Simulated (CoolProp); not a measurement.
Vapour pressure (kPa) of R123: the reference equation beside estimates from Tc = 183.7 °C, pc = 3662 kPa, ω = 0.282. Clausius-Clapeyron is anchored at 14.15 °C with a constant enthalpy of vaporisation of 26.89 kJ/mol.

Values from CoolProp's reference Helmholtz-energy equation of state, Younglove 1994. It is a modified Benedict-Webb-Rubin equation, recast in Helmholtz form.

| T (°C) | reference | Lee-Kesler | Clausius-Clapeyron | van der Waals | Redlich-Kwong | Soave-Redlich-Kwong |
|---|---|---|---|---|---|---|
| -56.65 | 1.060 | 1.039 | 1.512 | 70.16 | 3.811 | 1.074 |
| -38.95 | 3.834 | 3.736 | 4.674 | 120.3 | 11.62 | 3.834 |
| -21.25 | 11.20 | 10.94 | 12.33 | 191.9 | 29.13 | 11.14 |
| -3.55 | 27.69 | 27.20 | 28.65 | 288.9 | 62.89 | 27.49 |
| 14.15 | 60.00 | 59.36 | 60.00 | 415.2 | 120.9 | 59.63 |
| 31.85 | 117.0 | 116.5 | 115.3 | 574.0 | 212.0 | 116.6 |
| 49.45 | 208.9 | 209.0 | 205.6 | 767.5 | 344.7 | 208.9 |
| 67.15 | 349.2 | 350.5 | 346.3 | 1001 | 529.9 | 350.6 |

Absolute difference from the reference over all 8 rows, mean and median: Lee-Kesler 1.3 and 1.4 %, Clausius-Clapeyron 10.2 and 2.5 %, van der Waals 1693.7 and 767.7 %, Redlich-Kwong 131.2 and 114.3 %, Soave-Redlich-Kwong 0.5 and 0.5 %.
